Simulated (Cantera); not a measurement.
Charge: 1 mol SiH4, a varied amount of N2O, equilibrated at 1400 K and 1000 Pa.

Method: chemical equilibrium by Gibbs-energy minimisation in Cantera with the NASA 1993 tables (ideal gas, pure condensed phases). Candidate condensed phases: H2O, Si, SiO2, Si2N2O, Si3N4; 35 gas species. Mutual solubility and eutectic melting of coexisting phases are not modelled. The tables hold silica as quartz up to 1696 K and as liquid above; real silica turns to tridymite and cristobalite and melts near 1996 K. Equilibrium is a limit: real reactors are often held back by kinetics, nucleation or transport.

x: gas mole fraction; n: condensed amount in mol.

| n(N2O) (mol) | x H2 | x N2 | x H2O | x O2 | n Si(s) | n Si2N2O(s) | n SiO2(β-quartz) |
|---|---|---|---|---|---|---|---|
| 0.13 | 1.000 | 6.05e-5 | 8.63e-9 | <1e-12 | 0.740 | 0.130 | 0 |
| 0.19 | 1.000 | 6.05e-5 | 8.63e-9 | <1e-12 | 0.620 | 0.190 | 0 |
| 0.27 | 1.000 | 6.05e-5 | 8.63e-9 | <1e-12 | 0.460 | 0.270 | 0 |
| 0.39 | 1.000 | 6.05e-5 | 8.63e-9 | <1e-12 | 0.220 | 0.390 | 0 |
| 0.57 | 0.955 | 0.0446 | 4.48e-5 | <1e-12 | 0 | 0.477 | … |
| 0.82 | 0.824 | 0.176 | 6.10e-5 | <1e-12 | 0 | 0.393 | … |
| 1.2 | 0.682 | 0.318 | 6.15e-5 | <1e-12 | 0 | 0.267 | … |
| 1.7 | 0.555 | 0.444 | 5.60e-5 | <1e-12 | 0 | 0.1000 | … |
| 2.5 | 0.333 | 0.556 | 0.111 | 2.27e-12 | 0 | 0 | 1.00 |
| 3.6 | 0.0714 | 0.643 | 0.286 | 3.27e-10 | 0 | 0 | 1.00 |
| 5.3 | 3.98e-6 | 0.666 | 0.251 | 0.0815 | 0 | 0 | 1.00 |

Q: What belongs in the gaps?

A: 
- 0.57, n SiO2(β-quartz): 0.0465
- 0.82, n SiO2(β-quartz): 0.213
- 1.2, n SiO2(β-quartz): 0.466
- 1.7, n SiO2(β-quartz): 0.800
